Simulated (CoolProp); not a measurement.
A single-stage vapour-compression cycle with propylene: evaporating at 278.15 K (dew point), condensing at 345.15 K (bubble point), superheat 8 K, subcooling 8 K, compressor efficiency 0.8, no pressure losses. Each further row changes one setting.

Model: reference Helmholtz-energy equation of state, Lemmon 2013, in CoolProp.

```
case                              cooling COP  pressure ratio  discharge temperature (K)  refrigerating effect (kJ/kg)  volumetric capacity (kJ/m³)
--------------------------------  -----------  --------------  -------------------------  ----------------------------  ---------------------------
as stated                                 [?]            4.73                      373.5                           219                         2980
evaporating temperature 283.15 K          [?]             [?]                      371.6                           224                         3500
condensing temperature 340.15 K          2.52             [?]                      367.5                           235                         3200
subcooling 13 K                           [?]            4.73                      373.5                           236                         3210
superheat 18 K                            [?]            4.73                      383.0                           236                          [?]
compressor efficiency 0.7                1.93            4.73                      379.4                           219                         2980
```

Question: Complete the blanks.

Answer: 
- as stated, cooling COP: 2.21
- evaporating temperature 283.15 K, cooling COP: 2.49
- evaporating temperature 283.15 K, pressure ratio: 4.11
- condensing temperature 340.15 K, pressure ratio: 4.30
- subcooling 13 K, cooling COP: 2.37
- superheat 18 K, cooling COP: 2.25
- superheat 18 K, volumetric capacity (kJ/m³): 3050
